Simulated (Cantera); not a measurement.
A closed system holds: 1 mol CaCO₃, 0.39 mol H₂O, 0.019 mol H₂, held at 10.0 Torr.

Cantera equilibrium calculation (NASA polynomials, part measured and part estimated; ideal gas, pure solids and liquids). Candidate condensed phases: C, C₆H₆, C₇H₈, C₈H₁₈, Ca, CaCO₃, CaO, Ca(OH)₂, H₂O; 115 gas species. The numbers say what is thermodynamically allowed, not how fast it happens. All values below are at 1600 K.

Base state: CO₂ 0.698, H₂O 0.288, CO 0.0121, H₂ 0.00166, OH 0.000130, O₂ 9.94e-5, H 1.92e-5 (mole fractions); condensed: CaO(s).

Q: What changes in the equilibrium state with this change: CaCO₃ replaced by Ca(OH)₂?

A: 
```csv
species,before,after
H₂O,0.288,0.986
H₂,0.00166,0.0136
OH,0.000130,0.000156
CO₂,0.698,0
CO,0.0121,0
O₂,9.94e-5,1.74e-5
H,1.92e-5,5.48e-5
"CaO(s), mol",1.000,1.000
```
